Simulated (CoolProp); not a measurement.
Vapour-liquid equilibrium of neopentane (1) + n-pentane (2) at 461 kPa; x and y are mole fractions of (1).

Model: multi-fluid Helmholtz-energy mixture model, Lemmon 2006 and Thol 2019; pair parameters Bell 2016, in CoolProp.

```json
[
 {"x": "0.05", "bubble temperature (K)": "360.4", "y at the bubble point": "0.086", "dew temperature at overall composition x (K)": "361.2", "liquid density (mol/L)": "7.635"},
 {"x": "0.125", "bubble temperature (K)": "357.7", "y at the bubble point": "0.205", "dew temperature at overall composition x (K)": "359.5", "liquid density (mol/L)": "7.635"},
 {"x": "0.2", "bubble temperature (K)": "355.0", "y at the bubble point": "0.313", "dew temperature at overall composition x (K)": "357.8", "liquid density (mol/L)": "7.633"},
 {"x": "0.275", "bubble temperature (K)": "352.5", "y at the bubble point": "0.410", "dew temperature at overall composition x (K)": "356.0", "liquid density (mol/L)": "7.629"},
 {"x": "0.35", "bubble temperature (K)": "350.1", "y at the bubble point": "0.498", "dew temperature at overall composition x (K)": "354.1", "liquid density (mol/L)": "7.623"},
 {"x": "0.425", "bubble temperature (K)": "347.8", "y at the bubble point": "0.577", "dew temperature at overall composition x (K)": "352.1", "liquid density (mol/L)": "7.617"},
 {"x": "0.5", "bubble temperature (K)": "345.6", "y at the bubble point": "0.650", "dew temperature at overall composition x (K)": "350.0", "liquid density (mol/L)": "7.608"},
 {"x": "0.575", "bubble temperature (K)": "343.5", "y at the bubble point": "0.716", "dew temperature at overall composition x (K)": "347.9", "liquid density (mol/L)": "7.599"},
 {"x": "0.65", "bubble temperature (K)": "341.5", "y at the bubble point": "0.776", "dew temperature at overall composition x (K)": "345.6", "liquid density (mol/L)": "7.588"},
 {"x": "0.725", "bubble temperature (K)": "339.6", "y at the bubble point": "0.831", "dew temperature at overall composition x (K)": "343.2", "liquid density (mol/L)": "7.576"},
 {"x": "0.8", "bubble temperature (K)": "337.8", "y at the bubble point": "0.882", "dew temperature at overall composition x (K)": "340.7", "liquid density (mol/L)": "7.563"},
 {"x": "0.875", "bubble temperature (K)": "336.0", "y at the bubble point": "0.929", "dew temperature at overall composition x (K)": "338.0", "liquid density (mol/L)": "7.548"},
 {"x": "0.95", "bubble temperature (K)": "334.3", "y at the bubble point": "0.973", "dew temperature at overall composition x (K)": "335.2", "liquid density (mol/L)": "7.533"}
]
```

No azeotrope shows between x = 0.05 and 0.95.

The pair parameters rest on a limited set of measurements; away from them the model extrapolates.
